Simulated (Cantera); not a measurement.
Abatement and gas-phase synthesis: CS₂ + O₂ + H₂O

Feed: 1 mol CS₂, 0.55 mol O₂, 4.8 mol H₂O, held at 3348 K and 10.0 mbar.

Equilibrium computed with Cantera from the NASA thermochemical tables; the gas is ideal and each condensed phase is pure. Candidate condensed phases: C, C₆H₆, C₇H₈, C₈H₁₈, H₂O, H₂SO₄, S; 123 gas species. Rates play no part.

- x(H): 0.531
- x(O): 0.251
- x(S): 0.101
- x(CO): 0.0601
- x(SO): 0.0183
- x(H₂): 0.0166
- x(OH): 0.0133
- x(O₂): 0.00576
- x(H₂O): 0.000986
- gas amount: 16.53 mol
- log10 activity of S(l) (absent): -4.72
- log10 activity of C(graphite) (absent): -7.27
